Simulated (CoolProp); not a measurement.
A simple Rankine cycle with chlorine: condensing at 317.15 K, boiler at 3.75 MPa, turbine inlet 376.3 K, turbine efficiency 0.9, pump efficiency 0.7, no recuperator. Each further row changes one setting.

The numbers come from the reference Helmholtz-energy equation of state, Thol 2021 in CoolProp.

| case | thermal efficiency (%) | net work (kJ/kg) | heat in (kJ/kg) | turbine exit temperature (K) | volume ratio over the turbine |
|---|---|---|---|---|---|
| as stated | ___ | 26.3 | 233 | 317.2 | 2.70 |
| turbine inlet 396.3 K | 11.6 | ___ | 251 | 317.2 | ___ |
| condensing temperature 309.15 K | 12.9 | 31.0 | 241 | 309.1 | 3.23 |
| boiler pressure 2.62 MPa | 8.2 | 20.7 | 251 | 317.2 | 1.81 |
| turbine efficiency 0.8 | 9.9 | ___ | 233 | 317.2 | ___ |

Question: Fill in the missing entries.

Answer: 
- as stated, thermal efficiency (%): 11.3
- turbine inlet 396.3 K, net work (kJ/kg): 29.2
- turbine inlet 396.3 K, volume ratio over the turbine: 2.52
- turbine efficiency 0.8, net work (kJ/kg): 23.1
- turbine efficiency 0.8, volume ratio over the turbine: 2.74

The expansion ends wet for: as stated; turbine inlet 396.3 K; condensing temperature 309.15 K; boiler pressure 2.62 MPa; turbine efficiency 0.8.
